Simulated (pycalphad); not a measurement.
Source of the numbers: pycalphad with the COST 507 light-alloy database (1999); pressure 1 atm. The data set is of 1999 and partly superseded. The system is extrapolated from its subsystems; higher-order compounds may be missing. Amounts are mole fractions of atoms.

Q: Give the equilibrium state of Al-0.6368Si-5.678Sn (wt.%) at 650 K.

A: 
```
T = 650.00 K, P = 101325 Pa, N = 1 mol of atoms
G = -22584 J/mol, H = 9604 J/mol, S = 49.52 J/(mol K)  (SER reference)
chemical potentials (J/mol): Al -22388, Si -15618, Sn -40152
phase             fraction      x(Al)      x(Si)      x(Sn)
FCC_A1              0.9810     0.9977     0.0019   0.000406
LIQUID              0.0145     0.0947   5.76e-05     0.9052
DIAMOND_A4          0.0046   6.54e-09     1.0000   3.15e-07
```

Q: Give the equilibrium state of Al-0.6368Si-5.678Sn (wt.%) at 500 K.

A: 
```
T = 500.00 K, P = 101325 Pa, N = 1 mol of atoms
G = -15705 J/mol, H = 5209 J/mol, S = 41.83 J/(mol K)  (SER reference)
chemical potentials (J/mol): Al -15579, Si -10615, Sn -27220
phase             fraction      x(Al)      x(Si)      x(Sn)
FCC_A1              0.9801     0.9998   0.000131   3.71e-05
BCT_A5              0.0136     0.0098       none     0.9902
DIAMOND_A4          0.0063   1.22e-11     1.0000   1.87e-07
```

FCC_A1 is fcc; DIAMOND_A4 is diamond (Si); BCT_A5 is bct (Sn). An entry "none" or "no" means that the model of the phase leaves that element out.
